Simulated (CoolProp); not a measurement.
The numbers come from the reference Helmholtz-energy equation of state, Platzer 1990 in CoolProp. This equation is an older, rougher fit.

Question: For CF4 (R14), give the phase and the cp (kJ/(kg K)), cv (kJ/(kg K)), speed of sound (m/s) at 500 K and 35 kPa; 500 K and 206 kPa; 500 K and 1210 kPa.

Answer: 
- 500 K and 35 kPa: gas; cp 0.908, cv 0.813, speed of sound 230
- 500 K and 206 kPa: gas; cp 0.909, cv 0.814, speed of sound 230
- 500 K and 1210 kPa: gas; cp 0.915, cv 0.814, speed of sound 231
